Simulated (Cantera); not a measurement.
Feed: 1 mol Na₂CO₃, a varied amount of H₂, 0.047 mol CO₂, at 1627 °C and 353 Torr.

These are equilibrium values from Cantera (NASA tables, ideal gas, pure condensed phases), not measurements of a reactor. Candidate condensed phases: C, C₆H₆, C₇H₈, C₈H₁₈, H₂O, Na, NaOH, NaO₂, Na₂CO₃, Na₂O, Na₂O₂; 117 gas species. The numbers say what is thermodynamically allowed, not how fast it happens.

log p: log10 of the partial pressure in bar; n: condensed amount in mol.

```json
[
 {"n(H₂) (mol)": "0.03", "log p CO₂": "-0.66", "log p Na": "-0.89", "log p NaOH": "-0.97", "log p H₂O": "-1.96", "log p CO": "-2.49", "log p H₂": "-4.41", "log p O₂": "?", "n Na₂CO₃(l)": "0.945"},
 {"n(H₂) (mol)": "0.054", "log p CO₂": "-0.72", "log p Na": "-0.85", "log p NaOH": "-0.92", "log p H₂O": "-1.92", "log p CO": "-2.52", "log p H₂": "-4.34", "log p O₂": "-2.93", "n Na₂CO₃(l)": "0.901"},
 {"n(H₂) (mol)": "0.095", "log p CO₂": "-0.76", "log p Na": "-0.82", "log p NaOH": "-0.90", "log p H₂O": "-1.91", "log p CO": "-2.54", "log p H₂": "-4.32", "log p O₂": "-2.95", "n Na₂CO₃(l)": "0.825"},
 {"n(H₂) (mol)": "0.17", "log p CO₂": "-0.79", "log p Na": "-0.81", "log p NaOH": "-0.88", "log p H₂O": "-1.90", "log p CO": "-2.57", "log p H₂": "-4.31", "log p O₂": "-2.96", "n Na₂CO₃(l)": "0.686"},
 {"n(H₂) (mol)": "0.3", "log p CO₂": "-0.80", "log p Na": "-0.80", "log p NaOH": "-0.87", "log p H₂O": "-1.90", "log p CO": "-2.58", "log p H₂": "-4.30", "log p O₂": "-2.96", "n Na₂CO₃(l)": "0.445"},
 {"n(H₂) (mol)": "0.53", "log p CO₂": "-0.81", "log p Na": "-0.79", "log p NaOH": "-0.87", "log p H₂O": "-1.90", "log p CO": "-2.59", "log p H₂": "-4.30", "log p O₂": "-2.96", "n Na₂CO₃(l)": "0.0190"},
 {"n(H₂) (mol)": "0.94", "log p CO₂": "-0.98", "log p Na": "-0.76", "log p NaOH": "-1.07", "log p H₂O": "-1.13", "log p CO": "-1.53", "log p H₂": "-2.31", "log p O₂": "?", "n Na₂CO₃(l)": "0"},
 {"n(H₂) (mol)": "1.7", "log p CO₂": "-1.32", "log p Na": "-0.79", "log p NaOH": "-1.33", "log p H₂O": "-0.93", "log p CO": "-1.22", "log p H₂": "-1.45", "log p O₂": "?", "n Na₂CO₃(l)": "0"}
]
```

Some entries are withheld; supply them.


- 0.03, log p O₂: -2.87
- 0.94, log p O₂: -5.42
- 1.7, log p O₂: -6.73
